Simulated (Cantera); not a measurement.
Input: 1 mol Zr, 5.2 mol O2, 31 mol N2, 0.4 mol N2O, at 2300 °C and 23.0 mbar.

Cantera equilibrium calculation (NASA polynomials, part measured and part estimated; ideal gas, pure solids and liquids). Candidate condensed phases: Zr, ZrN, ZrO2; 13 gas species. Equilibrium is a limit: real reactors are often held back by kinetics, nucleation or transport.

Base state: N2 0.850, O2 0.0910, O 0.0409, NO 0.0178, ZrO2 4.35e-5 (mole fractions); condensed: ZrO2(tetragonal).

Q: What changes in the equilibrium state with this change: pressure from 23.0 mbar to 0.380 bar?

A: 
| species | before | after |
|---|---|---|
| N2 | 0.850 | 0.863 |
| O2 | 0.0910 | 0.107 |
| NO | 0.0178 | 0.0195 |
| O | 0.0409 | 0.0109 |
| ZrO2 | 4.35e-5 | 2.63e-6 |
| ZrO2(tetragonal), mol | 0.998 | 1.000 |
